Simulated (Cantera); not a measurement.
A Cantera script and its output.

```python
import numpy as np
import cantera as ct

gas = ct.Solution("gri30.yaml")
gas.TPX = 775, 100000, {'CH4': 0.66, 'C2H6': 1.1, 'C3H8': 0.036, 'O2': 5.48, 'N2': 20.6}
inlet = ct.Reservoir(gas, clone=True)
gas.equilibrate("HP")  # start burning
reactor = ct.IdealGasConstPressureReactor(gas, energy="on", clone=False)
exhaust = ct.Reservoir(gas, clone=True)
tau = [0.17, 0.083, 0.04, 0.02, 0.0096, 0.0047, 0.0023, 0.0011, 0.00054, 0.00027, 0.00013, 6.3e-05, 3.1e-05][0]
for a, b in ((inlet, reactor), (reactor, exhaust)):
    ct.MassFlowController(a, b, mdot=lambda t: reactor.mass / tau)
net = ct.ReactorNet([reactor])
show = ['CH4', 'C2H6', 'C3H8', 'N2O', 'HCN', 'H2O', 'H2O2']

rows = []
print(f"{'tau/s':>10s}{'T/K':>9s}" + "".join(f"{s:>11s}" for s in show))
for tau in [0.17, 0.083, 0.04, 0.02, 0.0096, 0.0047, 0.0023, 0.0011, 0.00054, 0.00027, 0.00013, 6.3e-05, 3.1e-05]:
    net.initial_time = 0.0
    net.advance(30 * tau)
    before = gas.X
    net.advance(40 * tau)
    drift = np.max(np.abs(gas.X - before) / (gas.X + 1e-9))
    rows.append([gas.T, *gas[show].X, drift])
    print(f"{tau:10.3e}{gas.T:9.1f}" + "".join(f"{x:11.3e}" for x in gas[show].X))
```

Output:

```
     tau/s      T/K        CH4       C2H6       C3H8        N2O        HCN        H2O       H2O2
 1.700e-01   2452.0  2.234e-07  3.360e-08  1.428e-09  2.693e-07  1.239e-07  1.532e-01  1.133e-07
 8.300e-02   2449.4  4.444e-07  6.860e-08  2.889e-09  2.699e-07  2.237e-07  1.529e-01  1.138e-07
 4.000e-02   2443.8  8.740e-07  1.417e-07  5.857e-09  2.672e-07  3.712e-07  1.525e-01  1.143e-07
 2.000e-02   2433.2  1.609e-06  2.822e-07  1.129e-08  2.572e-07  5.317e-07  1.517e-01  1.146e-07
 9.600e-03   2412.4  2.940e-06  5.851e-07  2.212e-08  2.354e-07  6.715e-07  1.503e-01  1.150e-07
 4.700e-03   2379.5  5.087e-06  1.185e-06  4.148e-08  2.061e-07  7.407e-07  1.482e-01  1.171e-07
 2.300e-03   2334.2  8.683e-06  2.377e-06  7.623e-08  1.767e-07  7.634e-07  1.453e-01  1.244e-07
 1.100e-03   2278.5  1.535e-05  4.818e-06  1.423e-07  1.527e-07  8.036e-07  1.418e-01  1.398e-07
 5.400e-04   2221.3  2.763e-05  9.500e-06  2.639e-07  1.362e-07  9.208e-07  1.383e-01  1.627e-07
 2.700e-04   2165.9  5.147e-05  1.866e-05  4.973e-07  1.248e-07  1.174e-06  1.352e-01  1.923e-07
 1.300e-04   2109.5  1.063e-04  3.962e-05  1.028e-06  1.152e-07  1.732e-06  1.325e-01  2.324e-07
 6.300e-05   2050.5  2.464e-04  9.228e-05  2.360e-06  1.047e-07  2.999e-06  1.305e-01  2.927e-07
 3.100e-05   1946.5  8.908e-04  3.210e-04  8.138e-06  7.765e-08  6.918e-06  1.268e-01  5.079e-07
```

Model: GRI-Mech 3.0 (53 species, 325 reactions), integrated in Cantera.
